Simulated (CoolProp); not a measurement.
A single-stage vapour-compression cycle with isobutene: evaporating at 314.15 K (dew point), condensing at 337.15 K (bubble point), superheat 0 K, subcooling 5 K, compressor efficiency 0.6, no pressure losses. Each further row changes one setting.

The numbers come from the reference Helmholtz-energy equation of state, Lemmon 2005 in CoolProp. It is a short technical equation, of lower accuracy than the large ones.

```csv
case,cooling COP,pressure ratio,discharge temperature (K),refrigerating effect (kJ/kg),volumetric capacity (kJ/m³)
as stated,7.51,1.78,342.6,294,3470
evaporating temperature 319.15 K,[?],[?],[?],[?],4040
condensing temperature 332.15 K,9.84,1.58,336.7,307,3620
subcooling 10 K,7.84,1.78,342.6,307,3620
superheat 10 K,[?],1.78,[?],313,3520
compressor efficiency 0.5,[?],1.78,346.4,294,3470
```

Task: Some entries are withheld; supply them.

Result: 
- evaporating temperature 319.15 K, cooling COP: 9.95
- evaporating temperature 319.15 K, pressure ratio: 1.56
- evaporating temperature 319.15 K, discharge temperature (K): 341.2
- evaporating temperature 319.15 K, refrigerating effect (kJ/kg): 301
- superheat 10 K, cooling COP: 7.59
- superheat 10 K, discharge temperature (K): 352.7
- compressor efficiency 0.5, cooling COP: 6.26
